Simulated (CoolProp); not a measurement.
Vapour-liquid equilibrium of R13 (1) + isobutane (2) at -84.75 °C; x and y are mole fractions of (1).

Values from CoolProp's multi-fluid Helmholtz-energy mixture model, Platzer 1990 and Bücker 2006; pair parameters Bell 2016. This equation is an older, rougher fit; its heat capacities, sound speeds and derivatives of the liquid may be far off and weren't checked against measurements.

| x | bubble pressure, mixture model (kPa) | bubble pressure, Raoult's law (kPa) | y, mixture model | y, Raoult's law |
|---|---|---|---|---|
| 0.05 | 11.12 | 5.690 | 0.867 | 0.742 |
| 0.2 | 32.55 | 18.13 | 0.960 | 0.932 |
| 0.35 | 46.14 | 30.57 | 0.975 | 0.967 |
| 0.5 | 55.40 | 43.00 | 0.981 | 0.982 |
| 0.65 | 62.98 | 55.44 | 0.986 | 0.990 |
| 0.8 | 70.81 | 67.88 | 0.991 | 0.995 |
| 0.95 | 80.53 | 80.32 | 0.997 | 0.999 |

The largest gap from Raoult's law is +95.4 % in bubble pressure, at x = 0.05. No azeotrope shows between x = 0.05 and 0.95.

The pair parameters rest on a limited set of measurements; away from them the model extrapolates. With so large a gap from Raoult's law the liquid may split in two, which this calculation doesn't test in full.
